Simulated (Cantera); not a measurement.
Mixture: CH₄ : O₂ : N₂ : H₂O = 1 : 2.27 : 8.55 : 2 (molar parts), equivalence ratio 0.88, at 7500 Torr, adiabatic and at constant volume. Ignition delay is the time to a rise of 400 K.

Computed with Cantera and GRI-Mech 3.0 (53 species, 325 reactions).

### Question
Predict: delay at 1223 K; delay at 1273 K; delay at 1323 K; delay at 1373 K; delay at 1423 K; delay at 1473 K; apparent activation energy between 1373 and 1473 K.

### Answer
- delay at 1223 K = 3.55 ms
- delay at 1273 K = 2.04 ms
- delay at 1323 K = 1.20 ms
- delay at 1373 K = 0.727 ms
- delay at 1423 K = 0.446 ms
- delay at 1473 K = 0.276 ms
- apparent activation energy between 1373 and 1473 K = 160 kJ/mol
